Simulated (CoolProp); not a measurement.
Vapour pressure (MPa) of isobutene: the reference equation beside estimates from Tc = 418.1 K, pc = 4.016 MPa, ω = 0.193. Clausius-Clapeyron is anchored at 229.9 K with a constant enthalpy of vaporisation of 23.79 kJ/mol.

Values from CoolProp's reference Helmholtz-energy equation of state, Lemmon 2005. It is a short technical equation, of lower accuracy than the large ones.

```csv
T (K),reference,Lee-Kesler,Clausius-Clapeyron,van der Waals,Redlich-Kwong,Soave-Redlich-Kwong,Peng-Robinson
229.9,0.01887,0.01837,0.01887,0.2069,0.03091,0.01861,0.01940
235.9,0.02598,0.02537,0.02589,0.2424,0.04183,0.02564,0.02656
242,0.03529,0.03457,0.03515,0.2826,0.05581,0.03487,0.03590
248,0.04689,0.04608,0.04679,0.3264,0.07284,0.04640,0.04750
254,0.06135,0.06049,0.06145,0.3747,0.09361,0.06080,0.06193
260.1,0.07947,0.07859,0.08003,0.4286,0.1191,0.07886,0.07998
266.1,0.1011,0.1003,0.1026,0.4864,0.1489,0.1005,0.1015
272.2,0.1277,0.1269,0.1305,0.5503,0.1846,0.1271,0.1279
278.2,0.1587,0.1582,0.1637,0.6184,0.2255,0.1582,0.1588
284.2,0.1952,0.1950,0.2034,0.6919,0.2727,0.1950,0.1951
290.3,0.2387,0.2389,0.2513,0.7723,0.3278,0.2388,0.2383
```

Absolute difference from the reference over all 11 rows, mean and median: Lee-Kesler 1.2 and 1.1 %, Clausius-Clapeyron 1.6 and 0.7 %, van der Waals 505.1 and 439.3 %, Redlich-Kwong 50.2 and 49.9 %, Soave-Redlich-Kwong 0.7 and 0.8 %, Peng-Robinson 1.0 and 0.6 %.
